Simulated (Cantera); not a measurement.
Charge: 1 mol TiO₂, 2.4 mol MgCl₂, 4.9 mol O₂, held at 0.0133 bar.

Method: chemical equilibrium by Gibbs-energy minimisation in Cantera with the NASA 1993 tables (ideal gas, pure condensed phases). Candidate condensed phases: Mg, MgCl₂, MgO, MgTiO₃, MgTi₂O₅, Mg₂TiO₄, Ti, TiCl₂, TiCl₃, TiCl₄, TiO, TiO₂, Ti₂O₃, Ti₃O₅, Ti₄O₇; 20 gas species. Mutual solubility and eutectic melting of coexisting phases are not modelled. Condensed phases not in the tables: alloys, solid solutions and most ternary compounds. Rates play no part.

Problem. At 1800 K, list the 6 most abundant gas species with their mole fractions, and the condensed phases.

Solution. O₂ 0.539, Cl 0.308, MgCl₂ 0.138, Cl₂ 0.0127, O 0.000774, ClO 0.000465. Condensed: MgTi₂O₅(s) + Mg₂TiO₄(s).
